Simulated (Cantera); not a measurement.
A perfectly stirred reactor is fed with 9.51 % CH4, 19.0 % O2, 71.5 % N2, equivalence ratio 1.0, at 150000 Pa; it is adiabatic with a 475 K inlet, and is followed from long to short residence time, starting on the burning branch (τ in s: 0.065, 0.028, 0.012, 0.0053, 0.0023, 0.001, 0.00044, 0.00019, 8.3e-05, 3.6e-05, 1.6e-05, 6.8e-06).

Model: GRI-Mech 3.0 (53 species, 325 reactions), integrated in Cantera.

Question: Predict: blow-out, bracketed by the residence times tried; x(CH4) at τ = 65.0 ms; x(O2) at τ = 65.0 ms; x(NO) at τ = 65.0 ms; x(H2O2) at τ = 65.0 ms; x(CH4) at τ = 0.440 ms; x(O2) at τ = 0.440 ms; x(NO) at τ = 0.440 ms; x(H2O2) at τ = 0.440 ms; x(C2H) at τ = 0.440 ms.

Answer: 
```
Quantity                                                                      Result
------------------------------------------------  ----------------------------------
blow-out, bracketed by the residence times tried  burning at 83.0 µs, out at 36.0 µs
x(CH4) at τ = 65.0 ms                                                        3.14e-6
x(O2) at τ = 65.0 ms                                                         0.00684
x(NO) at τ = 65.0 ms                                                         0.00151
x(H2O2) at τ = 65.0 ms                                                       8.86e-8
x(CH4) at τ = 0.440 ms                                                      0.000150
x(O2) at τ = 0.440 ms                                                         0.0182
x(NO) at τ = 0.440 ms                                                       0.000164
x(H2O2) at τ = 0.440 ms                                                      2.69e-7
x(C2H) at τ = 0.440 ms                                                       1.43e-9
```
